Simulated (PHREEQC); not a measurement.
Dissolve 0.033 mol HF, 0.00061 mol H2SiF6, 0.2 mol H3PO4 and 0.00024 mol H2SO4 per kg of water at 20 °C. Closed to the air; pH follows from the charge balance.

Model: ion-association model, phreeqc.dat, run in PHREEQC.

```json
[
 {"quantity": "pH", "before": "1.45", "after": "1.56"},
 {"quantity": "ionic strength (mol/kgw)", "before": "0.0422", "after": "0.0327"},
 {"quantity": "HF (mol/kgw)", "before": "0.0320", "after": "0.0327"},
 {"quantity": "F- (mol/kgw)", "before": "0.000799", "after": "0.000363"},
 {"quantity": "HSO4- (mol/kgw)", "before": "0.000155", "after": "0.000204"},
 {"quantity": "HF2- (mol/kgw)", "before": "9.41e-5", "after": "5.14e-5"}
]
```

**Question.** Name the change that produced these shifts.
A) 0.02 mol/kgw Ca(OH)2 added
B) H3PO4 left out
C) temperature from 20 to 75 °C
D) H2SiF6 replaced by (CH3)4NF at the same molality
E) diluted 2-fold with water

**Answer.** C, temperature from 20 to 75 °C

No solid was allowed to form. At this temperature some constants are extrapolated from 25 °C, and those without enthalpy data are left unchanged. SiF6-2 is the database's only silicon fluoride.
